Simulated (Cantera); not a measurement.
What does this Cantera script print?

```python
import numpy as np
import cantera as ct

gas = ct.Solution("h2o2.yaml")
gas.TPX = 400, 29000, {'H2': 1, 'O2': 0.61, 'N2': 2.68}
flame = ct.FreeFlame(gas, width=0.095)
flame.set_refine_criteria(ratio=3, slope=0.08, curve=0.16)
flame.transport_model = "mixture-averaged"
flame.solve(loglevel=0, auto=True)
z, T = flame.grid, flame.T
thick = (T[-1] - T[0]) / np.gradient(T, z).max()
show = ['H2', 'O2', 'HO2', 'H', 'O', 'OH']
print(f"laminar burning velocity  {flame.velocity[0] * 100:.3f} cm/s")
print(f"burnt temperature         {T[-1]:.1f} K")
print(f"thermal thickness         {thick * 1e3:.4f} mm")
print(f"grid points               {len(z)}")
z0 = z[flame.heat_release_rate.argmax()]
print(f"{'z/mm':>9s}{'T/K':>9s}{'u/(m/s)':>9s}" + "".join(f"{s:>11s}" for s in show))
rows = []
for k in (-3, -2, -1.5, -1, -0.5, -0.25, 0, 0.25, 0.5, 1, 2, 4, 8):
    zz = z0 + k * thick
    rows.append([k * thick, np.interp(zz, z, T), np.interp(zz, z, flame.velocity),
                 *(np.interp(zz, z, flame.X[gas.species_index(s)]) for s in show)])
    print(f"{rows[-1][0] * 1e3:9.3f}{rows[-1][1]:9.1f}{rows[-1][2]:9.3f}" + "".join(f"{x:11.3e}" for x in rows[-1][3:]))
```

It prints:

```
laminar burning velocity  236.173 cm/s
burnt temperature         2112.3 K
thermal thickness         2.0420 mm
grid points               120
     z/mm      T/K  u/(m/s)         H2         O2        HO2          H          O         OH
   -6.126    400.0    2.362  2.331e-01  1.422e-01  1.031e-13  5.337e-17  1.328e-14  8.491e-17
   -4.084    400.0    2.362  2.331e-01  1.422e-01  1.458e-11  5.530e-15  1.373e-12  8.779e-15
   -3.063    400.0    2.362  2.331e-01  1.422e-01  5.372e-10  1.460e-13  3.281e-11  2.113e-13
   -2.042    400.0    2.361  2.330e-01  1.422e-01  4.005e-08  2.561e-11  1.334e-09  1.243e-11
   -1.021    409.0    2.400  2.279e-01  1.430e-01  7.323e-05  9.067e-06  1.192e-06  8.817e-06
   -0.510    624.8    3.572  1.940e-01  1.390e-01  1.059e-04  3.059e-03  1.133e-04  6.359e-04
    0.000   1040.8    5.770  1.093e-01  1.077e-01  3.667e-05  2.405e-02  3.446e-03  1.780e-03
    0.510   1328.0    7.288  3.992e-02  5.978e-02  1.677e-05  3.940e-02  9.590e-03  5.670e-03
    1.021   1466.1    8.003  2.545e-02  4.599e-02  1.114e-05  3.618e-02  1.083e-02  7.986e-03
    2.042   1607.3    8.703  2.270e-02  4.129e-02  8.174e-06  2.671e-02  9.735e-03  9.913e-03
    4.084   1746.7    9.373  1.988e-02  3.791e-02  5.957e-06  1.730e-02  7.665e-03  1.112e-02
    8.168   1873.4    9.964  1.554e-02  3.487e-02  4.127e-06  9.735e-03  5.342e-03  1.121e-02
   16.336   1976.9   10.434  1.053e-02  3.243e-02  2.690e-06  4.612e-03  3.260e-03  1.008e-02
```

Model: the H2/O2 subset of GRI-Mech 3.0, which has no nitrogen chemistry, integrated in Cantera. Burning velocities carry a grid error of a few per cent, more on coarse grids.
